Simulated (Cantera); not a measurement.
Charge: 1 mol SiC, 0.077 mol H2O, 3.7 mol H2, held at 0.380 bar.

Equilibrium computed with Cantera from the NASA thermochemical tables; the gas is ideal and each condensed phase is pure. Candidate condensed phases: C, C6H6, C7H8, C8H18, H2O, Si, SiC, SiO2; 123 gas species. Mutual solubility and eutectic melting of coexisting phases are not modelled. The tables hold silica as quartz up to 1696 K and as liquid above; real silica turns to tridymite and cristobalite and melts near 1996 K. Gases not in the tables: Si2H6 and higher silanes. The numbers say what is thermodynamically allowed, not how fast it happens.

Question: Which condensed phases are stable at each of these points (T (°C)): 1200, 1275, 1350, 1425, 1500, 1575, 1650, 1725, 1800?

Answer: 
| T (°C) | condensed phases | Si condensed (%) |
|---|---|---|
| 1200 | SiC(s) + SiO2(β-quartz) | 100.0 |
| 1275 | SiC(s) + SiO2(β-quartz) | 99.7 |
| 1350 | SiC(s) + SiO2(β-quartz) | 98.4 |
| 1425 | SiC(s) | 96.1 |
| 1500 | SiC(s) | 96.1 |
| 1575 | SiC(s) | 96.1 |
| 1650 | SiC(s) | 96.1 |
| 1725 | SiC(s) | 96.1 |
| 1800 | SiC(s) | 96.1 |

From 1200 °C to 1350 °C the condensed part is SiC(s) + SiO2(β-quartz). From 1425 °C to 1800 °C the condensed part is SiC(s).
